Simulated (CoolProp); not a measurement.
R125 at 293.15 K and 15.1 MPa flows at 7.9 m/s in a round tube of 12.7 mm bore and 15 µm roughness, fully developed (64/Re and Nu = 3.66 if laminar; Colebrook and Gnielinski if turbulent). Each further row changes one setting.

Values from CoolProp's reference Helmholtz-energy equation of state, Lemmon 2005.

| case | Reynolds number | Darcy friction factor | pressure drop (Pa/m) | heat-transfer coefficient (W/(m² K)) | mass flow (kg/h) |
|---|---|---|---|---|---|
| as stated | 631000 | 0.0209 | … | 17900 | 4800 |
| velocity 15.8 m/s | 1260000 | 0.0207 | 271000 | 35500 | 9600 |
| diameter 25.4 mm | 1260000 | 0.0177 | … | … | 19200 |

Task: Some entries are withheld; supply them.

Result: 
- as stated, pressure drop (Pa/m): 68300
- diameter 25.4 mm, pressure drop (Pa/m): 29000
- diameter 25.4 mm, heat-transfer coefficient (W/(m² K)): 15700

Viscosity comes from a separate model (Huber 2006). Thermal conductivity comes from a separate model (Perkins 2006).
